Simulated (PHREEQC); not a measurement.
0.7 g of hydrous ferric oxide (600 m²/g; 0.2 weak and 0.005 strong sites per Fe, Dzombak-Morel constants, diffuse double layer) in 1 kg of water with 0.001 mol/kgw of an inert sodium salt and 0.0035 mol NaH2PO4 and 0.001 mol Na2HAsO4, at 25 °C; the pH is set by adding NaOH or the inert anion's acid. O2 is buffered at 0.21 atm. No CO2 enters from the air. Nothing may precipitate in this run.

The series has 13 steps of pH, from 3 to 11.

Model: ion-association model, wateq4f.dat, run in PHREEQC.

Task: Near which pH is half of the As sorbed, and on which side is more sorbed?

Result: Near pH 7.6, with more sorbed at lower pH.

Task: At which pH does the surface charge pass through zero?

Result: Near pH 4.4.

H3PO4, which wateq4f.dat lacks, is added to it with the constant of phreeqc.dat. The oxide is taken as insoluble; below pH 4 it would dissolve.
